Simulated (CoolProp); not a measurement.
Vapour-liquid equilibrium of carbon dioxide (1) + CH2F2 (R32) (2) at 0.712 MPa; x and y are mole fractions of (1).

Computed with CoolProp (multi-fluid Helmholtz-energy mixture model, Span 1996 and Tillner-Roth 1997; pair parameters Bell 2016).

| x | bubble temperature, mixture model (°C) | bubble temperature, Raoult's law (°C) | y, mixture model | y, Raoult's law |
|---|---|---|---|---|
| 0.05 | -8.7 | -8.9 | 0.167 | 0.192 |
| 0.2 | -20.1 | -20.3 | 0.514 | 0.549 |
| 0.35 | -28.7 | -28.6 | 0.707 | 0.736 |
| 0.5 | -35.2 | -35.0 | 0.822 | 0.845 |
| 0.65 | -40.2 | -40.1 | 0.895 | 0.913 |
| 0.8 | -44.3 | -44.3 | 0.947 | 0.959 |
| 0.95 | -47.9 | -47.9 | 0.988 | 0.991 |

The largest gap from Raoult's law is +0.2 K in bubble temperature, at x = 0.05. No azeotrope shows between x = 0.05 and 0.95.

Pair parameters are fitted to limited data, so mixtures are less certain than the pure fluids. The gap from Raoult's law changes sign with composition, which may be real or a fault of the pair parameters; it wasn't checked against measurements.
